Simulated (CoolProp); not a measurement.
Vapour pressure (MPa) of CF4 (R14): the reference equation beside estimates from Tc = 227.4 K, pc = 3.762 MPa, ω = 0.178. Clausius-Clapeyron is anchored at 173.6 K with a constant enthalpy of vaporisation of 10.21 kJ/mol.

The numbers come from the reference Helmholtz-energy equation of state, Platzer 1990 in CoolProp. This equation is an older, rougher fit; its heat capacities, sound speeds and derivatives of the liquid may be far off and weren't checked against measurements.

```json
[
 {"T (K)": "137.7", "reference": "0.05829", "Lee-Kesler": "0.05771", "Clausius-Clapeyron": "0.08293", "van der Waals": "0.3446", "Peng-Robinson": "0.05910"},
 {"T (K)": "143.7", "reference": "0.09169", "Lee-Kesler": "0.09136", "Clausius-Clapeyron": "0.1204", "van der Waals": "0.4381", "Peng-Robinson": "0.09261"},
 {"T (K)": "149.6", "reference": "0.1375", "Lee-Kesler": "0.1378", "Clausius-Clapeyron": "0.1686", "van der Waals": "0.5453", "Peng-Robinson": "0.1386"},
 {"T (K)": "155.6", "reference": "0.2006", "Lee-Kesler": "0.2018", "Clausius-Clapeyron": "0.2314", "van der Waals": "0.6710", "Peng-Robinson": "0.2017"},
 {"T (K)": "161.6", "reference": "0.2836", "Lee-Kesler": "0.2862", "Clausius-Clapeyron": "0.3102", "van der Waals": "0.8143", "Peng-Robinson": "0.2850"},
 {"T (K)": "167.6", "reference": "0.3904", "Lee-Kesler": "0.3947", "Clausius-Clapeyron": "0.4073", "van der Waals": "0.9762", "Peng-Robinson": "0.3921"},
 {"T (K)": "173.6", "reference": "0.5247", "Lee-Kesler": "0.5310", "Clausius-Clapeyron": "0.5247", "van der Waals": "1.157", "Peng-Robinson": "0.5272"},
 {"T (K)": "179.6", "reference": "0.6907", "Lee-Kesler": "0.6989", "Clausius-Clapeyron": "0.6646", "van der Waals": "1.359", "Peng-Robinson": "0.6945"},
 {"T (K)": "185.5", "reference": "0.8890", "Lee-Kesler": "0.8990", "Clausius-Clapeyron": "0.8261", "van der Waals": "1.578", "Peng-Robinson": "0.8948"},
 {"T (K)": "191.5", "reference": "1.131", "Lee-Kesler": "1.142", "Clausius-Clapeyron": "1.017", "van der Waals": "1.821", "Peng-Robinson": "1.140"},
 {"T (K)": "197.5", "reference": "1.418", "Lee-Kesler": "1.430", "Clausius-Clapeyron": "1.235", "van der Waals": "2.087", "Peng-Robinson": "1.431"},
 {"T (K)": "203.5", "reference": "1.756", "Lee-Kesler": "1.769", "Clausius-Clapeyron": "1.484", "van der Waals": "2.376", "Peng-Robinson": "1.773"},
 {"T (K)": "209.5", "reference": "2.151", "Lee-Kesler": "2.164", "Clausius-Clapeyron": "1.764", "van der Waals": "2.688", "Peng-Robinson": "2.173"},
 {"T (K)": "215.5", "reference": "2.610", "Lee-Kesler": "2.623", "Clausius-Clapeyron": "2.077", "van der Waals": "3.024", "Peng-Robinson": "2.635"},
 {"T (K)": "221.5", "reference": "3.143", "Lee-Kesler": "3.156", "Clausius-Clapeyron": "2.423", "van der Waals": "3.384", "Peng-Robinson": "3.167"}
]
```

Absolute difference from the reference over all 15 rows, mean and median: Lee-Kesler 0.8 and 0.8 %, Clausius-Clapeyron 15.7 and 15.4 %, van der Waals 148.3 and 96.8 %, Peng-Robinson 0.8 and 0.8 %.
